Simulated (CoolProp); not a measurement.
Vapour-liquid equilibrium of ethane (1) + propane (2) at -97.15 °C; x and y are mole fractions of (1).

The numbers come from the multi-fluid Helmholtz-energy mixture model, Bücker 2006 and Lemmon 2009; pair parameters Kunz 2012 in CoolProp.

Task: Give the bubble pressure and the first vapour's composition at x = 0.35, 0.65, 0.8. Is there an azeotrope?

Result: x = 0.35: 0.02297 MPa, y = 0.894; x = 0.65: 0.04058 MPa, y = 0.968; x = 0.8: 0.04988 MPa, y = 0.986. No azeotrope shows between x = 0.05 and 0.95.

The pair parameters rest on a limited set of measurements; away from them the model extrapolates.
